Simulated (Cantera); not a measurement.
# Adiabatic ignition

An adiabatic, constant-pressure homogeneous reactor starts with 10.8 % CH4, 10.1 % H2, 16.6 % O2, 62.4 % N2, 0.161 % H2O, at 1575 K and 760 Torr.

Cantera simulation using GRI-Mech 3.0 (53 species, 325 reactions); the numbers are that mechanism's predictions, not measurements.

```json
[
 {"t (s)": "1.00e-6", "T (K)": "1575", "x CH4": "0.108", "x H2": "0.101", "x O2": "0.166", "x CH2": "<1e-12", "x H": "1.67e-7", "x NO2": "<1e-12", "x HCO": "<1e-12"},
 {"t (s)": "3.16e-6", "T (K)": "1575", "x CH4": "0.108", "x H2": "0.101", "x O2": "0.166", "x CH2": "2.03e-12", "x H": "3.24e-7", "x NO2": "<1e-12", "x HCO": "<1e-12"},
 {"t (s)": "1.00e-5", "T (K)": "1575", "x CH4": "0.108", "x H2": "0.101", "x O2": "0.166", "x CH2": "4.27e-11", "x H": "1.11e-6", "x NO2": "<1e-12", "x HCO": "1.92e-11"},
 {"t (s)": "3.16e-5", "T (K)": "1575", "x CH4": "0.107", "x H2": "0.101", "x O2": "0.166", "x CH2": "9.02e-9", "x H": "1.50e-5", "x NO2": "<1e-12", "x HCO": "5.96e-9"},
 {"t (s)": "0.000100", "T (K)": "1789", "x CH4": "0.0704", "x H2": "0.103", "x O2": "0.133", "x CH2": "1.44e-5", "x H": "0.000807", "x NO2": "5.65e-11", "x HCO": "4.11e-5"},
 {"t (s)": "0.000316", "T (K)": "2728", "x CH4": "<1e-12", "x H2": "0.104", "x O2": "0.00118", "x CH2": "<1e-12", "x H": "0.0253", "x NO2": "1.59e-8", "x HCO": "1.95e-7"},
 {"t (s)": "0.00100", "T (K)": "2754", "x CH4": "<1e-12", "x H2": "0.104", "x O2": "0.000945", "x CH2": "<1e-12", "x H": "0.0225", "x NO2": "4.43e-8", "x HCO": "1.85e-7"},
 {"t (s)": "0.00316", "T (K)": "2751", "x CH4": "<1e-12", "x H2": "0.105", "x O2": "0.000905", "x CH2": "<1e-12", "x H": "0.0223", "x NO2": "8.16e-8", "x HCO": "1.84e-7"},
 {"t (s)": "0.0100", "T (K)": "2750", "x CH4": "<1e-12", "x H2": "0.105", "x O2": "0.000897", "x CH2": "<1e-12", "x H": "0.0222", "x NO2": "8.91e-8", "x HCO": "1.84e-7"},
 {"t (s)": "0.0316", "T (K)": "2750", "x CH4": "<1e-12", "x H2": "0.105", "x O2": "0.000897", "x CH2": "<1e-12", "x H": "0.0222", "x NO2": "8.91e-8", "x HCO": "1.84e-7"},
 {"t (s)": "0.100", "T (K)": "2750", "x CH4": "<1e-12", "x H2": "0.105", "x O2": "0.000897", "x CH2": "<1e-12", "x H": "0.0222", "x NO2": "8.91e-8", "x HCO": "1.84e-7"}
]
```
x: mole fraction; the columns are a selection and need not sum to one.

The time of steepest temperature rise is 0.115 ms, the temperature at 0.100 s comes out as 2750 K and the equilibrium temperature is 2750 K. The x(CH4) at 0.100 s comes out as <1e-12 (gas-phase equilibrium <1e-12). The x(H2) at 0.100 s is 0.105 (gas-phase equilibrium 0.105) and the x(O2) at 0.100 s is 0.000897 (gas-phase equilibrium 0.000897).
